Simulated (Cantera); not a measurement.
Feed: 1 mol Cr, a varied amount of H₂O, at 2673 K and 5100 Pa.

These are equilibrium values from Cantera (NASA tables, ideal gas, pure condensed phases), not measurements of a reactor. Candidate condensed phases: Cr, Cr₂O₃, H₂O; 13 gas species. Rates play no part.

### Question
At 0.12 mol H₂O, list the 6 most abundant gas species with their mole fractions, and the condensed phases.

### Answer
Cr 0.773, CrO 0.0894, H₂ 0.0670, H 0.0588, H₂O 0.00666, CrO₂ 0.00273. Condensed: gas only.
